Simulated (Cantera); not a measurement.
A freely propagating, adiabatic, planar premixed flame of H2 : O2 : N2 : H2O = 1 : 0.333 : 1.25 : 0.14 (molar parts), equivalence ratio 1.5, unburnt at 400 K and 0.360 bar; multicomponent transport, grid criteria slope 0.08 and curve 0.16, no radiation.

Computed with Cantera and the H2/O2 subset of GRI-Mech 3.0, which has no nitrogen chemistry. Burning velocities carry a grid error of a few per cent, more on coarse grids.

x: mole fraction of selected species; z is measured from the peak of heat release.

```tsv
z (mm)	T (K)	u (m/s)	x H2	x O2	x H2O	x H2O2	x O	x HO2
-4.13	400	3.88	0.367	0.122	0.0514	<1e-8	<1e-8	<1e-8
-2.76	400	3.88	0.367	0.122	0.0514	<1e-8	<1e-8	<1e-8
-2.07	400	3.88	0.367	0.122	0.0514	<1e-8	<1e-8	<1e-8
-1.38	400	3.88	0.367	0.122	0.0514	<1e-8	<1e-8	1.36e-8
-0.689	407	3.95	0.365	0.122	0.0517	2.93e-6	1.31e-6	8.26e-5
-0.345	___	6.01	0.339	0.117	0.0694	3.70e-5	0.000139	0.000153
0	___	9.83	0.242	0.0845	0.146	1.78e-6	0.00287	4.60e-5
0.345	___	12.4	0.138	0.0275	0.255	1.23e-6	0.00580	1.27e-5
0.689	1494	13.4	0.112	0.00946	0.290	9.77e-7	0.00500	4.06e-6
1.38	1619	14.5	0.112	0.00518	0.300	6.41e-7	0.00419	2.00e-6
2.76	1748	15.5	0.118	0.00379	0.306	3.55e-7	0.00326	1.33e-6
5.51	1875	16.4	0.123	0.00245	0.313	1.80e-7	0.00218	8.16e-7
11.0	1988	17.3	0.127	0.00136	0.320	9.16e-8	0.00124	4.63e-7
```

### Question
Some entries are withheld; supply them.

### Answer

- -0.345, T (K): 633
- 0, T (K): 1069
- 0.345, T (K): 1365
